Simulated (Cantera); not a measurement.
Low-pressure radical oxidation in H2/O2

An isothermal, constant-pressure homogeneous reactor starts with 2.06 % H2, 97.9 % O2, equivalence ratio 0.011, at 1023 K and 0.0267 bar.

Cantera simulation using GRI-Mech 3.0 (53 species, 325 reactions); the numbers are that mechanism's predictions, not measurements. Radical loss at walls, strong at low pressure, is not modelled.

```csv
t (s),x H2,x O2,x O,x H2O2,x H,x HO2,x OH
3.00e-5,0.0206,0.979,4.88e-12,<1e-12,1.72e-11,2.19e-11,4.59e-12
0.000172,0.0206,0.979,1.03e-10,<1e-12,6.65e-11,1.27e-10,7.58e-11
0.000985,0.0206,0.979,5.82e-9,<1e-12,1.74e-9,8.83e-10,3.12e-9
0.00565,0.00620,0.970,0.00692,4.77e-7,0.00309,9.41e-6,0.00190
0.0324,3.77e-5,0.977,0.00173,7.53e-8,0.000103,3.17e-6,0.000285
0.185,1.57e-6,0.979,8.17e-5,4.10e-8,1.03e-6,5.49e-7,6.08e-5
1.06,6.17e-8,0.979,3.97e-6,9.72e-9,1.12e-8,5.13e-8,1.36e-5
6.09,4.43e-9,0.979,3.40e-7,1.55e-9,2.82e-10,5.36e-9,4.00e-6
34.9,5.22e-10,0.979,4.34e-8,2.48e-10,1.28e-11,8.75e-10,1.42e-6
200,7.98e-11,0.979,6.86e-9,4.30e-11,<1e-12,5.15e-10,5.65e-7
```
x: mole fraction; the columns are a selection and need not sum to one.

Equilibrium at this temperature and pressure: H2 2.22e-11, O2 0.979, O 1.90e-9, H2O2 1.26e-11, H <1e-12, HO2 7.81e-10, OH 2.97e-7 (gas phase only).
